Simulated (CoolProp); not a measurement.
Properties of methanol along the isobar 103 bar.

The numbers come from the reference Helmholtz-energy equation of state, de Reuck 1993 in CoolProp.

| T (°C) | phase | cv (kJ/(kg K)) | Prandtl number |
|---|---|---|---|
| -78.75 | liquid | ? | 59.5 |
| -58.65 | liquid | ? | ? |
| -38.65 | liquid | 1.837 | 19.2 |
| -18.55 | liquid | ? | ? |
| 1.55 | liquid | 1.986 | 9.55 |
| 21.55 | liquid | 2.086 | ? |
| 41.65 | liquid | 2.198 | 5.98 |
| 61.65 | liquid | 2.317 | 5.04 |
| 81.75 | liquid | 2.440 | 4.37 |
| 101.75 | liquid | 2.564 | 3.88 |

Problem. Complete the blanks.

Solution. 
- -78.75, cv (kJ/(kg K)): 1.775
- -58.65, cv (kJ/(kg K)): 1.793
- -58.65, Prandtl number: 30.9
- -18.55, cv (kJ/(kg K)): 1.902
- -18.55, Prandtl number: 13.1
- 21.55, Prandtl number: 7.39

Viscosity comes from a separate model (Xiang 2006). Thermal conductivity comes from a separate model (Sykioti 2013).
